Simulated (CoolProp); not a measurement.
Saturated liquid density (kg/m³) of ethanol: the reference equation beside estimates from Tc = 514.7 K, pc = 6268 kPa, ω = 0.644. Rackett uses Z = 0.29056 − 0.08775 ω.

Computed with CoolProp (reference Helmholtz-energy equation of state, Schroeder 2014).

```json
[
 {"T (K)": "408.6", "reference": "670.6", "Rackett": "726.9", "van der Waals": "350.3", "Redlich-Kwong": "496.0", "Peng-Robinson": "627.2"},
 {"T (K)": "412.3", "reference": "665.4", "Rackett": "720.2", "van der Waals": "347.3", "Redlich-Kwong": "490.6", "Peng-Robinson": "621.1"},
 {"T (K)": "416", "reference": "660.1", "Rackett": "713.3", "van der Waals": "344.3", "Redlich-Kwong": "485.1", "Peng-Robinson": "614.8"},
 {"T (K)": "419.7", "reference": "654.7", "Rackett": "706.3", "van der Waals": "341.1", "Redlich-Kwong": "479.5", "Peng-Robinson": "608.3"},
 {"T (K)": "423.4", "reference": "649.0", "Rackett": "699.2", "van der Waals": "338.0", "Redlich-Kwong": "473.7", "Peng-Robinson": "601.6"},
 {"T (K)": "427", "reference": "643.4", "Rackett": "692.2", "van der Waals": "334.8", "Redlich-Kwong": "468.0", "Peng-Robinson": "594.9"},
 {"T (K)": "430.7", "reference": "637.5", "Rackett": "684.8", "van der Waals": "331.5", "Redlich-Kwong": "462.1", "Peng-Robinson": "587.7"},
 {"T (K)": "434.4", "reference": "631.4", "Rackett": "677.3", "van der Waals": "328.1", "Redlich-Kwong": "455.9", "Peng-Robinson": "580.3"},
 {"T (K)": "438.1", "reference": "625.1", "Rackett": "669.6", "van der Waals": "324.6", "Redlich-Kwong": "449.7", "Peng-Robinson": "572.6"},
 {"T (K)": "441.8", "reference": "618.6", "Rackett": "661.7", "van der Waals": "321.0", "Redlich-Kwong": "443.2", "Peng-Robinson": "564.7"},
 {"T (K)": "445.5", "reference": "612.0", "Rackett": "653.6", "van der Waals": "317.3", "Redlich-Kwong": "436.6", "Peng-Robinson": "556.4"},
 {"T (K)": "449.2", "reference": "605.1", "Rackett": "645.3", "van der Waals": "313.6", "Redlich-Kwong": "429.9", "Peng-Robinson": "547.8"},
 {"T (K)": "452.8", "reference": "598.3", "Rackett": "637.1", "van der Waals": "309.8", "Redlich-Kwong": "423.1", "Peng-Robinson": "539.2"},
 {"T (K)": "456.5", "reference": "591.0", "Rackett": "628.3", "van der Waals": "305.8", "Redlich-Kwong": "415.9", "Peng-Robinson": "529.9"},
 {"T (K)": "460.2", "reference": "583.5", "Rackett": "619.3", "van der Waals": "301.7", "Redlich-Kwong": "408.5", "Peng-Robinson": "520.2"}
]
```

Absolute difference from the reference over all 15 rows, mean and median: Rackett 7.3 and 7.3 %, van der Waals 48.0 and 48.0 %, Redlich-Kwong 27.9 and 27.8 %, Peng-Robinson 8.3 and 8.1 %.
